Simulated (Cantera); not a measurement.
Feed: 1 mol BN, 12 mol HCl, 7.4 mol H₂, held at 1048 K and 6.10 Pa.

These are equilibrium values from Cantera (NASA tables, ideal gas, pure condensed phases), not measurements of a reactor. Candidate condensed phases: B, BN, NH₄Cl; 21 gas species. Gases not in the tables: BHCl₂. Equilibrium is a limit: real reactors are often held back by kinetics, nucleation or transport.

Base state: HCl 0.618, H₂ 0.382, BCl₃ 0.000247, N₂ 0.000123 (mole fractions); condensed: BN(s).

What changes in the equilibrium state with this change: temperature from 1048 K to 1448 K?


| species | before | after |
|---|---|---|
| HCl | 0.618 | 0.604 |
| H₂ | 0.382 | 0.387 |
| BCl₃ | 0.000247 | 0.00323 |
| BCl | 1.44e-9 | 0.00138 |
| BCl₂ | 2.03e-8 | 0.000354 |
| H | 6.11e-7 | 0.000734 |
| BN(s), mol | 0.995 | 0.903 |
The tables' values for BCl, BCl₂ are old estimates; treat these amounts as uncertain.
